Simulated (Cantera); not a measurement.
A closed system holds: 1 mol HI, 0.25 mol O2, 0.58 mol H2, at 1500 °C and 1000 Pa.

Equilibrium computed with Cantera from the NASA thermochemical tables; the gas is ideal and each condensed phase is pure. The numbers say what is thermodynamically allowed, not how fast it happens.

```json
[
 {"species": "I", "before": "0.459", "after": "0.472"},
 {"species": "H2", "before": "0.268", "after": "0.273"},
 {"species": "H2O", "before": "0.243", "after": "0.241"},
 {"species": "HI", "before": "0.0276", "after": "0.0107"},
 {"species": "I2", "before": "0.000204", "after": "3.01e-5"},
 {"species": "H", "before": "0.00147", "after": "0.00397"},
 {"species": "OH", "before": "8.29e-5", "after": "0.000218"}
]
```
Gas species are given as mole fractions.

What was changed between the two runs?
(A) pressure from 1000 Pa to 2700000 Pa
(B) H2 from 0.58 to 0.14 mol
(C) pressure from 1000 Pa to 140 Pa
(D) O2 from 0.25 to 0.053 mol

C, pressure from 1000 Pa to 140 Pa
